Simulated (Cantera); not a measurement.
A closed system holds: 1 mol Cu, 1.5 mol NH3, 32 mol N2, at 1000 °C and 0.0330 bar.

Equilibrium computed with Cantera from the NASA thermochemical tables; the gas is ideal and each condensed phase is pure. Candidate condensed phases: Cu; 11 gas species. The numbers say what is thermodynamically allowed, not how fast it happens.

Base state: N2 0.936, H2 0.0643 (mole fractions); condensed: Cu(s).

### Question
What changes in the equilibrium state with this change: Cu replaced by Fe?

### Answer
```csv
species,before,after
N2,0.936,0.936
H2,0.0643,0.0643
"Cu(s), mol",1.000,0
"Fe(γ), mol",0,1.000
```
Further candidate phases: Fe.
